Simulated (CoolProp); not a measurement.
Vapour-liquid equilibrium of R22 (1) + R142b (2) at 558 kPa; x and y are mole fractions of (1).

Values from CoolProp's multi-fluid Helmholtz-energy mixture model, Kamei 1995 and Lemmon 2006; pair parameters Bell 2016.

```
x     bubble temperature (K)  y at the bubble point  dew temperature at overall composition x (K)  liquid density (mol/L)
----  ----------------------  ---------------------  --------------------------------------------  ----------------------
0.05                   312.6                  0.114                                         314.2                       ?
0.15                       ?                  0.303                                         311.6                   11.16
0.25                   302.5                  0.454                                         308.8                       ?
0.35                   298.2                  0.577                                         305.8                   11.93
0.45                   294.2                  0.680                                         302.6                   12.32
0.55                   290.6                  0.766                                         299.2                   12.72
0.65                   287.1                  0.837                                         295.4                   13.14
0.75                       ?                  0.897                                         291.3                   13.57
0.85                   280.8                  0.945                                         286.4                   14.01
0.95                   278.0                  0.984                                         280.5                   14.45
```

### Question
What belongs in the gaps?

### Answer

- 0.05, liquid density (mol/L): 10.79
- 0.15, bubble temperature (K): 307.2
- 0.25, liquid density (mol/L): 11.54
- 0.75, bubble temperature (K): 283.8

No azeotrope shows between x = 0.05 and 0.95.

The pair parameters rest on a limited set of measurements; away from them the model extrapolates.
